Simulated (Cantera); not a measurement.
## Thermodynamics of tantalum, niobium, vanadium and zirconium in process gases, feed Zr + O₂ + N₂

Input: 1 mol Zr, 0.014 mol O₂, 6.2 mol N₂, equilibrated at 10.0 Torr.

These are equilibrium values from Cantera (NASA tables, ideal gas, pure condensed phases), not measurements of a reactor. Candidate condensed phases: Zr, ZrN, ZrO₂; 13 gas species. Mutual solubility and eutectic melting of coexisting phases are not modelled. ZrN: taken at fixed stoichiometry. Condensed phases not in the tables: solid solutions among these carbides, nitrides and lower oxides. Equilibrium is a limit: real reactors are often held back by kinetics, nucleation or transport.

| T (°C) | x N₂ | x ZrO | x ZrO₂ | x Zr | x O | x N | x NO | n ZrN(s) | n ZrO₂(monoclinic) | n ZrO₂(tetragonal) |
|---|---|---|---|---|---|---|---|---|---|---|
| 527 | 1.00 | <1e-12 | <1e-12 | <1e-12 | <1e-12 | <1e-12 | <1e-12 | 0.986 | 0.0140 | 0 |
| 677 | 1.00 | <1e-12 | <1e-12 | <1e-12 | <1e-12 | <1e-12 | <1e-12 | 0.986 | 0.0140 | 0 |
| 827 | 1.00 | <1e-12 | <1e-12 | <1e-12 | <1e-12 | <1e-12 | <1e-12 | 0.986 | 0.0140 | 0 |
| 977 | 1.00 | <1e-12 | <1e-12 | <1e-12 | <1e-12 | <1e-12 | <1e-12 | 0.986 | 0.0140 | 0 |
| 1127 | 1.00 | <1e-12 | <1e-12 | <1e-12 | <1e-12 | <1e-12 | <1e-12 | 0.986 | 0.0140 | 0 |
| 1277 | 1.00 | <1e-12 | <1e-12 | <1e-12 | <1e-12 | 1.81e-12 | 1.51e-12 | 0.986 | 0 | 0.0140 |
| 1427 | 1.00 | 1.05e-11 | <1e-12 | <1e-12 | 1.81e-12 | 4.82e-11 | 3.34e-11 | 0.986 | 0 | 0.0140 |
| 1577 | 1.00 | 1.00e-9 | 5.66e-11 | <1e-12 | 6.20e-11 | 7.53e-10 | 4.48e-10 | 0.986 | 0 | 0.0140 |
| 1727 | 1.00 | 4.80e-8 | 2.49e-9 | 2.81e-11 | 1.25e-9 | 7.81e-9 | 4.07e-9 | 0.986 | 0 | 0.0140 |
| 1877 | 1.000 | 1.32e-6 | 6.38e-8 | 1.56e-9 | 1.67e-8 | 5.86e-8 | 2.73e-8 | 0.986 | 0 | 0.0140 |
| 2027 | 1.000 | 2.34e-5 | 1.06e-6 | 5.10e-8 | 1.59e-7 | 3.38e-7 | 1.43e-7 | 0.986 | 0 | 0.0139 |
| 2177 | 1.000 | 0.000288 | 1.24e-5 | 1.08e-6 | 1.15e-6 | 1.58e-6 | 6.10e-7 | 0.985 | 0 | 0.0131 |
| 2327 | 0.997 | 0.00264 | 0.000109 | 1.60e-5 | 6.67e-6 | 6.16e-6 | 2.21e-6 | 0.978 | 0 | 0.00579 |
x: gas mole fraction; n: condensed amount in mol.

From 527 °C to 1127 °C the condensed part is ZrN(s) + ZrO₂(monoclinic). From 1277 °C to 2327 °C the condensed part is ZrN(s) + ZrO₂(tetragonal).
